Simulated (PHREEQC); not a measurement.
A solution holds 95 mmol/kgw H2SO4, 4.05 mmol/kgw NaCl and 47.5 mmol/kgw KCl, at 20 °C. It is in equilibrium with CO2 at log p = 0 (atm). Otherwise closed; pH follows from the charge balance.

Computed with PHREEQC (ion-association model, wateq4f.dat).

This is a speciation only: nothing precipitates in the calculation.

Estimate the pH.

pH 1.02.

In which forms is S present?

HSO4- 76 %, SO4-2 22 %, KSO4- 1.9 % of the S.
